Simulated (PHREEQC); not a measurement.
Acid rinse or clean

A solution holds 0.13 mol H2SO4 and 0.00012 mol FeCl3 per kg of water, at 25 °C. Closed to the air; pH follows from the charge balance.

Computed with PHREEQC (ion-association model, phreeqc.dat).

This is a speciation only: nothing precipitates in the calculation.

Problem. Estimate the pH, ionic strength, density.

Solution. pH 0.91; ionic strength 0.175 mol/kgw; density 1.005 g/cm³.

Problem. In which forms is S present?

Solution. HSO4- 83 %, SO4-2 17 % of the S.

Complexes and solids missing from the database can't appear.
